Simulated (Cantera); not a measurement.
Charge: 1 mol SiH4, 0.58 mol Cl2, 4.1 mol H2, equilibrated at 1227 °C and 1 atm.

Equilibrium computed with Cantera from the NASA thermochemical tables; the gas is ideal and each condensed phase is pure. Candidate condensed phases: Si; 19 gas species. The tables' values for SiCl3 are old estimates; treat these amounts as uncertain. Equilibrium is a limit: real reactors are often held back by kinetics, nucleation or transport.

Base state: H2 0.880, HCl 0.0819, SiCl2 0.0245, SiCl3 0.00535, SiHCl3 0.00414, SiCl4 0.00372, SiH2Cl2 0.000733, SiH3Cl 3.81e-5 (mole fractions); condensed: Si(s).

What changes in the equilibrium state with this change: temperature from 1227 °C to 1052 °C?


```json
[
 {"species": "H2", "before": "0.880", "after": "0.905"},
 {"species": "HCl", "before": "0.0819", "after": "0.0550"},
 {"species": "SiCl4", "before": "0.00372", "after": "0.0135"},
 {"species": "SiCl2", "before": "0.0245", "after": "0.00914"},
 {"species": "SiHCl3", "before": "0.00414", "after": "0.0114"},
 {"species": "H", "before": "1.64e-5", "after": "1.55e-6"},
 {"species": "SiH2Cl2", "before": "0.000733", "after": "0.00138"},
 {"species": "SiH3Cl", "before": "3.81e-5", "after": "4.71e-5"},
 {"species": "Si(s), mol", "before": "0.746", "after": "0.739"}
]
```
